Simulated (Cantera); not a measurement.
Input: 1 mol V, 7.4 mol N2, at 1348 K and 0.130 Pa.

Method: chemical equilibrium by Gibbs-energy minimisation in Cantera with the NASA 1993 tables (ideal gas, pure condensed phases). Candidate condensed phases: V, VN; 4 gas species. VN: taken at fixed stoichiometry. Condensed phases not in the tables: V2N. The numbers say what is thermodynamically allowed, not how fast it happens.

**Question.** What is the equilibrium state?

**Answer.** 
```
Property                            Result
-------------------------------  ---------
x(N2)                                 1.00
n(VN(s))                          1.00 mol
gas amount                       6.900 mol
log10 activity of V(s) (absent)      -1.05
```
